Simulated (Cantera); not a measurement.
# Premixed flame

A freely propagating, adiabatic, planar premixed flame of 25.1 % H₂, 13.6 % O₂, 51.2 % N₂, 10.0 % H₂O, equivalence ratio 0.92, unburnt at 325 K and 110000 Pa; mixture-averaged transport, grid criteria slope 0.08 and curve 0.16, no radiation.

Detailed kinetics in Cantera: the H2/O2 subset of GRI-Mech 3.0, which has no nitrogen chemistry. Burning velocities carry a grid error of a few per cent, more on coarse grids.

```json
[
 {"z (mm)": "-0.899", "T (K)": "325", "u (m/s)": "1.62", "x H₂": "0.251", "x O₂": "0.136", "x H₂O": "0.100", "x O": "<1e-8", "x OH": "<1e-8", "x H": "<1e-8"},
 {"z (mm)": "-0.600", "T (K)": "325", "u (m/s)": "1.62", "x H₂": "0.251", "x O₂": "0.136", "x H₂O": "0.100", "x O": "<1e-8", "x OH": "<1e-8", "x H": "<1e-8"},
 {"z (mm)": "-0.450", "T (K)": "325", "u (m/s)": "1.62", "x H₂": "0.250", "x O₂": "0.136", "x H₂O": "0.101", "x O": "<1e-8", "x OH": "<1e-8", "x H": "<1e-8"},
 {"z (mm)": "-0.300", "T (K)": "326", "u (m/s)": "1.62", "x H₂": "0.247", "x O₂": "0.137", "x H₂O": "0.101", "x O": "2.18e-8", "x OH": "<1e-8", "x H": "<1e-8"},
 {"z (mm)": "-0.150", "T (K)": "371", "u (m/s)": "1.79", "x H₂": "0.223", "x O₂": "0.140", "x H₂O": "0.107", "x O": "1.19e-6", "x OH": "4.36e-6", "x H": "2.74e-7"},
 {"z (mm)": "-0.0749", "T (K)": "635", "u (m/s)": "2.96", "x H₂": "0.180", "x O₂": "0.135", "x H₂O": "0.137", "x O": "8.12e-5", "x OH": "0.000546", "x H": "0.000615"},
 {"z (mm)": "0", "T (K)": "1060", "u (m/s)": "4.83", "x H₂": "0.121", "x O₂": "0.107", "x H₂O": "0.204", "x O": "0.00123", "x OH": "0.00144", "x H": "0.00730"},
 {"z (mm)": "0.0749", "T (K)": "1361", "u (m/s)": "6.15", "x H₂": "0.0683", "x O₂": "0.0696", "x H₂O": "0.274", "x O": "0.00386", "x OH": "0.00410", "x H": "0.0164"},
 {"z (mm)": "0.150", "T (K)": "1533", "u (m/s)": "6.90", "x H₂": "0.0407", "x O₂": "0.0451", "x H₂O": "0.315", "x O": "0.00519", "x OH": "0.00741", "x H": "0.0192"},
 {"z (mm)": "0.300", "T (K)": "1702", "u (m/s)": "7.62", "x H₂": "0.0270", "x O₂": "0.0312", "x H₂O": "0.341", "x O": "0.00490", "x OH": "0.0103", "x H": "0.0150"},
 {"z (mm)": "0.600", "T (K)": "1846", "u (m/s)": "8.20", "x H₂": "0.0211", "x O₂": "0.0257", "x H₂O": "0.355", "x O": "0.00333", "x OH": "0.0106", "x H": "0.00848"},
 {"z (mm)": "1.20", "T (K)": "1957", "u (m/s)": "8.63", "x H₂": "0.0149", "x O₂": "0.0218", "x H₂O": "0.368", "x O": "0.00193", "x OH": "0.00936", "x H": "0.00408"},
 {"z (mm)": "2.40", "T (K)": "2031", "u (m/s)": "8.92", "x H₂": "0.00928", "x O₂": "0.0190", "x H₂O": "0.379", "x O": "0.00103", "x OH": "0.00750", "x H": "0.00173"}
]
```
x: mole fraction of selected species; z is measured from the peak of heat release.

```yaml
laminar_burning_velocity: 162 cm/s
thermal_thickness: 0.300 mm
peak x(O): 0.00533
peak x(OH): 0.0107
peak x(H): 0.0192
grid_points: 107
```
